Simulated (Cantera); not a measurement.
A diamond (100) surface in a fixed gas of H2 with x(CH4) = 0.0024, x(H) = 0.002, at 1048 K, 0.0110 bar; coverages are run to steady state.

Detailed kinetics in Cantera: the Harris–Goodwin 1993 mechanism for the reconstructed diamond (100) surface.

One state of this run: growth (µm/h) = 0.0183; θ c6HH = 0.557; θ c6H* = 0.0226; θ c6*H = 0.407; θ c6** = 0.0128; θ c6HM = 0.000553. θ: site fractions in the mechanism's names (c6HH fully hydrogenated, c6H* and c6*H radical sites, c6** diradical, c6HM methylated).

Which value of x(CH3) does it belong to?
A. 5.9e-06
B. 3.5e-05
C. 2.4e-06
D. 0.0012

A, 5.9e-06
